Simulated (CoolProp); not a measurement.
Values from CoolProp's reference Helmholtz-energy equation of state, Guder 2009.

Problem. For sulfur hexafluoride, give the phase and the density (kg/m³), viscosity (µPa s) at 296.6 K and 3.13 MPa; 296.6 K and 6.26 MPa.

Solution. 
- 296.6 K and 3.13 MPa: liquid; density 1390, viscosity 128
- 296.6 K and 6.26 MPa: liquid; density 1470, viscosity 151

Viscosity comes from a separate model (Quiñones-Cisneros 2012).
